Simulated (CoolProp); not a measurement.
Values from CoolProp's reference Helmholtz-energy equation of state, Lemmon 2016.

Q: For R115, give the phase and the cp (kJ/(kg K)), cv (kJ/(kg K)), speed of sound (m/s) at 106.85 °C and 0.044 MPa; 106.85 °C and 0.44 MPa.

A: 
- 106.85 °C and 0.044 MPa: gas; cp 0.816, cv 0.761, speed of sound 148
- 106.85 °C and 0.44 MPa: gas; cp 0.829, cv 0.765, speed of sound 143
